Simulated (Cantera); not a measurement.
Thermodynamics of silicon nitride deposition, feed trisilylamine + N2

Input: 1 mol trisilylamine, 66 mol N2, held at 10.0 mbar.

Method: chemical equilibrium by Gibbs-energy minimisation in Cantera with the NASA 1993 tables (ideal gas, pure condensed phases). Candidate condensed phases: Si, Si3N4; 18 gas species. The feed counts by its element totals alone. The tables' values for SiN are old estimates; treat these amounts as uncertain. Kinetics and transport are ignored.

```tsv
T (K)	x N2	x H2	x Si	x H	x Si2N	x SiN	n Si3N4(s)	n Si(l)
1725	0.935	0.0650	4.16e-5	0.000473	1.61e-6	2.24e-6	0.999	0
1750	0.934	0.0649	8.24e-5	0.000592	3.84e-6	4.11e-6	0.998	0
1775	0.934	0.0648	0.000160	0.000737	8.91e-6	7.39e-6	0.996	0
1800	0.934	0.0647	0.000305	0.000911	2.02e-5	1.31e-5	0.991	0
1825	0.936	0.0628	0.000455	0.00110	2.83e-5	1.81e-5	0	2.96
1850	0.935	0.0626	0.000645	0.00135	3.64e-5	2.39e-5	0	2.95
1875	0.935	0.0624	0.000906	0.00164	4.65e-5	3.14e-5	0	2.92
1900	0.934	0.0622	0.00126	0.00198	5.90e-5	4.08e-5	0	2.89
1925	0.934	0.0620	0.00174	0.00238	7.44e-5	5.27e-5	0	2.86
1950	0.933	0.0617	0.00238	0.00285	9.32e-5	6.77e-5	0	2.80
1975	0.932	0.0613	0.00323	0.00339	0.000116	8.63e-5	0	2.74
2000	0.930	0.0609	0.00435	0.00401	0.000144	0.000109	0	2.65
```
x: gas mole fraction; n: condensed amount in mol.

From 1725 K to 1800 K the condensed part is Si3N4(s). From 1825 K to 2000 K the condensed part is Si(l). The main Si-bearing gas is Si throughout. The share of Si in condensed phases is highest at 1725 K (99.9 %) and lowest at 2000 K (88.2 %).
